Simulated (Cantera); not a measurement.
Feed: 1 mol Si, 2.5 mol HCl, 2.6 mol H₂, at 823 K and 16500 Torr.

Cantera equilibrium calculation (NASA polynomials, part measured and part estimated; ideal gas, pure solids and liquids). Candidate condensed phases: Si; 19 gas species. The tables' values for SiCl₃ are old estimates; treat these amounts as uncertain. Equilibrium is a limit: real reactors are often held back by kinetics, nucleation or transport.

Base state: H₂ 0.827, SiHCl₃ 0.0926, SiCl₄ 0.0687, SiH₂Cl₂ 0.0105, HCl 0.000740, SiH₃Cl 0.000279, SiCl₃ 2.36e-5 (mole fractions); condensed: Si(s).

Q: What changes in the equilibrium state with this change: temperature from 823 K to 1250 K?

A: 
```
species       before    after
----------  --------  -------
H₂             0.827    0.811
SiHCl₃        0.0926   0.0784
SiCl₄         0.0687   0.0668
HCl         0.000740   0.0246
SiH₂Cl₂       0.0105   0.0125
SiCl₂        7.29e-7  0.00187
SiCl₃        2.36e-5  0.00418
Si(s), mol     0.251    0.278
```
Gases not in the tables: Si₂H₆ and higher silanes.

Q: What changes in the equilibrium state with this change: pressure from 16500 Torr to 263 Torr?

A: 
```
species       before    after
----------  --------  -------
H₂             0.827    0.845
SiCl₄         0.0687    0.105
SiHCl₃        0.0926   0.0458
SiH₂Cl₂       0.0105  0.00168
SiH₃Cl      0.000279  1.43e-5
SiCl₃        2.36e-5  9.17e-5
HCl         0.000740  0.00234
Si(s), mol     0.251    0.323
```

Q: What changes in the equilibrium state with this change: temperature from 823 K to 1448 K?

A: 
```
species       before     after
----------  --------  --------
H₂             0.827     0.785
SiHCl₃        0.0926    0.0637
HCl         0.000740    0.0574
SiCl₂        7.29e-7    0.0129
SiCl₃        2.36e-5    0.0138
SiCl₄         0.0687    0.0545
SiH₂Cl₂       0.0105    0.0115
SiH₄         3.39e-6   1.30e-5
SiH₃Cl      0.000279  0.000607
Si(s), mol     0.251     0.295
```
Gases not in the tables: Si₂H₆ and higher silanes.
